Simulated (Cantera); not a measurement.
A perfectly stirred reactor is fed with H2 : O2 = 0.031 : 1 (molar parts), at 12.0 Torr; it is held at 1425 K, and followed from long to short residence time.

Cantera simulation using the H2/O2 subset of GRI-Mech 3.0, which has no nitrogen chemistry; the numbers are that mechanism's predictions, not measurements. Radical loss at walls, strong at low pressure, is not modelled.

x: mole fraction; the columns are a selection and need not sum to one.

```tsv
τ (s)	x H2	x O2	x H2O2	x H	x OH	x O	x H2O
5.8	2.84e-5	0.967	___	3.47e-5	0.00104	0.00148	0.0299
2.1	5.30e-5	0.966	___	9.10e-5	0.00143	0.00283	0.0297
0.79	9.40e-5	0.963	___	0.000219	0.00191	0.00507	0.0293
0.29	0.000162	0.959	___	0.000490	0.00249	0.00868	0.0287
0.11	0.000258	0.955	___	0.000924	0.00306	0.0132	0.0280
0.040	0.000404	0.949	___	0.00147	0.00358	0.0178	0.0273
0.015	0.000651	0.946	___	0.00193	0.00400	0.0207	0.0265
0.0055	0.00121	0.945	___	0.00229	0.00448	0.0215	0.0255
0.0020	0.00261	0.946	___	0.00260	0.00517	0.0203	0.0236
0.00075	0.00581	0.949	___	0.00274	0.00589	0.0170	0.0199
```

Q: Fill in the missing entries.

A: 
- 5.8, x H2O2: 1.11e-8
- 2.1, x H2O2: 1.54e-8
- 0.79, x H2O2: 2.01e-8
- 0.29, x H2O2: 2.50e-8
- 0.11, x H2O2: 2.92e-8
- 0.040, x H2O2: 3.28e-8
- 0.015, x H2O2: 3.60e-8
- 0.0055, x H2O2: 4.09e-8
- 0.0020, x H2O2: 4.94e-8
- 0.00075, x H2O2: 5.89e-8
